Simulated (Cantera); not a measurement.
Ignition delay

Mixture: H2 : O2 : N2 = 1 : 0.746 : 2.81 (molar parts), at 22.0 bar, adiabatic and at constant pressure. Ignition delay is the time to a rise of 400 K.

Model: the H2/O2 subset of GRI-Mech 3.0, which has no nitrogen chemistry, integrated in Cantera. The hydrogen kinetics of GRI-Mech 3.0 are dated; newer H2 mechanisms differ, most at raised pressure. The pressure lies above the range GRI-Mech 3.0 was tuned for (to about 10 atm). Below about 950 K walls govern HO2 and H2O2 in real vessels.

```json
[
 {"T0 (K)": "900", "delay (ms)": "85.5"},
 {"T0 (K)": "950", "delay (ms)": "23.3"},
 {"T0 (K)": "1000", "delay (ms)": "7.24"},
 {"T0 (K)": "1050", "delay (ms)": "2.48"},
 {"T0 (K)": "1100", "delay (ms)": "0.908"},
 {"T0 (K)": "1150", "delay (ms)": "0.349"},
 {"T0 (K)": "1200", "delay (ms)": "0.136"},
 {"T0 (K)": "1250", "delay (ms)": "0.0516"},
 {"T0 (K)": "1300", "delay (ms)": "0.0175"},
 {"T0 (K)": "1350", "delay (ms)": "0.00500"}
]
```

* **apparent activation energy between 1250 and 1350 K**: 330 kJ/mol
